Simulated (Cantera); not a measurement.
A closed system holds: 1 mol SiC, 0.15 mol O2, 48 mol H2, at 1950 K and 10.0 Torr.

Equilibrium computed with Cantera from the NASA thermochemical tables; the gas is ideal and each condensed phase is pure. Candidate condensed phases: C, C6H6, C7H8, C8H18, H2O, Si, SiC, SiO2; 123 gas species. Gases not in the tables: Si2H6 and higher silanes. The numbers say what is thermodynamically allowed, not how fast it happens.

Base state: H2 0.983, H 0.00984, CO 0.00353, SiO 0.00265, Si 0.000771, SiH 6.76e-5, SiH2 3.37e-5, Si2C 1.70e-5 (mole fractions); condensed: SiC(s).

Question: What changes in the equilibrium state with this change: temperature from 1950 K to 1175 K?

Answer: 
```
species                before     after
-------------------  --------  --------
H2                      0.983     0.998
CO                    0.00353   0.00192
CH4                   6.58e-7  0.000236
H                     0.00984   1.06e-6
SiO                   0.00265   7.59e-7
Si                   0.000771     <1e-9
SiH                   6.76e-5     <1e-9
SiH2                  3.37e-5     <1e-9
SiC(s), mol             0.827     0.896
SiO2(β-quartz), mol         0     0.104
```
Mutual solubility and eutectic melting of coexisting phases are not modelled. The tables hold silica as quartz up to 1696 K and as liquid above; real silica turns to tridymite and cristobalite and melts near 1996 K.

Question: What changes in the equilibrium state with this change: temperature from 1950 K to 1898 K?

Answer: 
```json
[
 {"species": "H2", "before": "0.983", "after": "0.987"},
 {"species": "H", "before": "0.00984", "after": "0.00672"},
 {"species": "CO", "before": "0.00353", "after": "0.00331"},
 {"species": "Si", "before": "0.000771", "after": "0.000371"},
 {"species": "SiO", "before": "0.00265", "after": "0.00288"},
 {"species": "Si2C", "before": "1.70e-5", "after": "6.45e-6"},
 {"species": "SiH", "before": "6.76e-5", "after": "3.72e-5"},
 {"species": "SiC(s), mol", "before": "0.827", "after": "0.839"}
]
```
